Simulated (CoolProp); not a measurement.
The numbers come from the reference Helmholtz-energy equation of state, Thol 2019 in CoolProp.

### Question
For n-hexane, give the phase and the Z, expansivity (1/kK), conductivity (mW/(m K)), fugacity coefficient at 32.45 °C and 3.53 MPa; 60.35 °C and 3.53 MPa; 186.25 °C and 3.53 MPa.

### Answer
- 32.45 °C and 3.53 MPa: liquid; Z 0.184, expansivity 1.36, conductivity 119, fugacity coefficient 0.00921
- 60.35 °C and 3.53 MPa: liquid; Z 0.175, expansivity 1.49, conductivity 112, fugacity coefficient 0.0250
- 186.25 °C and 3.53 MPa: liquid; Z 0.166, expansivity 3.39, conductivity 85.5, fugacity coefficient 0.347

Thermal conductivity comes from a separate model (Assael 2013).
